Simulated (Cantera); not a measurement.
Input: 1 mol CCl4, 2.8 mol H2, held at 0.0233 Torr.

Equilibrium computed with Cantera from the NASA thermochemical tables; the gas is ideal and each condensed phase is pure. Candidate condensed phases: C, C6H6, C7H8, C8H18; 91 gas species. Kinetics and transport are ignored.

x: gas mole fraction; n: condensed amount in mol.

| T (K) | x HCl | x H | x Cl | x H2 | x C3 | x C | n C(graphite) |
|---|---|---|---|---|---|---|---|
| 1150 | 0.833 | 5.47e-6 | 2.41e-5 | 0.167 | <1e-12 | <1e-12 | 1.00 |
| 1250 | 0.833 | 3.54e-5 | 0.000151 | 0.167 | <1e-12 | <1e-12 | 1.00 |
| 1350 | 0.832 | 0.000175 | 0.000726 | 0.167 | <1e-12 | <1e-12 | 1.000 |
| 1450 | 0.829 | 0.000695 | 0.00280 | 0.167 | <1e-12 | <1e-12 | 1.000 |
| 1550 | 0.820 | 0.00233 | 0.00900 | 0.169 | <1e-12 | 3.56e-12 | 1.000 |
| 1650 | 0.796 | 0.00678 | 0.0245 | 0.173 | ? | 1.04e-10 | 1.000 |
| 1750 | 0.746 | 0.0177 | 0.0566 | 0.180 | ? | 2.07e-9 | 1.000 |
| 1850 | 0.658 | 0.0420 | 0.111 | 0.189 | ? | 2.98e-8 | 0.999 |
| 1950 | 0.531 | 0.0902 | 0.187 | 0.192 | ? | 3.25e-7 | 0.999 |
| 2050 | 0.379 | 0.172 | 0.270 | 0.179 | ? | 2.81e-6 | 0.998 |
| 2150 | 0.232 | 0.285 | 0.341 | 0.142 | ? | 1.98e-5 | 0.995 |
| 2250 | 0.120 | 0.403 | 0.384 | 0.0913 | ? | 0.000118 | 0.988 |
| 2350 | 0.0551 | 0.491 | 0.404 | 0.0480 | ? | 0.000598 | 0.951 |
| 2450 | 0.0236 | 0.536 | 0.408 | 0.0220 | ? | 0.00266 | 0.751 |

Q: Some entries are withheld; supply them.

A: 
- 1650, x C3: 2.46e-11
- 1750, x C3: 7.67e-10
- 1850, x C3: 1.63e-8
- 1950, x C3: 2.53e-7
- 2050, x C3: 2.97e-6
- 2150, x C3: 2.76e-5
- 2250, x C3: 0.000210
- 2350, x C3: 0.00133
- 2450, x C3: 0.00725
